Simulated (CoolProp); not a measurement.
Model: reference Helmholtz-energy equation of state, Lemmon 2006, in CoolProp. It is a short technical equation, of lower accuracy than the large ones.

### Question
For R142b, give the phase and the cv (kJ/(kg K)), speed of sound (m/s), viscosity (µPa s) at 397 K and 0.0274 MPa.

### Answer
- 397 K and 0.0274 MPa: gas; cv 0.905, speed of sound 189, viscosity 13.8

Viscosity comes from a separate model (Huber 2003), an estimate that may be off by 10 % or more.
